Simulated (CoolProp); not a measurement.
Vapour-liquid equilibrium of propane (1) + n-butane (2) at 191.9 K; x and y are mole fractions of (1).

Values from CoolProp's multi-fluid Helmholtz-energy mixture model, Lemmon 2009 and Bücker 2006; pair parameters Kunz 2012.

```
x     bubble pressure, mixture model (bar)  bubble pressure, Raoult's law (bar)  y, mixture model  y, Raoult's law
----  ------------------------------------  -----------------------------------  ----------------  ---------------
0.05                               0.01539                              0.01552             0.381            0.387
0.2                                0.03179                              0.03202             0.748            0.750
0.35                               0.04838                              0.04852             0.865            0.866
0.5                                0.06500                              0.06503             0.923            0.923
0.65                               0.08155                              0.08153             0.957            0.957
0.8                                0.09803                              0.09803             0.979            0.980
0.95                                0.1145                               0.1145             0.996            0.996
```

The largest gap from Raoult's law is -0.8 % in bubble pressure, at x = 0.05. No azeotrope shows between x = 0.05 and 0.95.

The pair parameters rest on a limited set of measurements; away from them the model extrapolates.
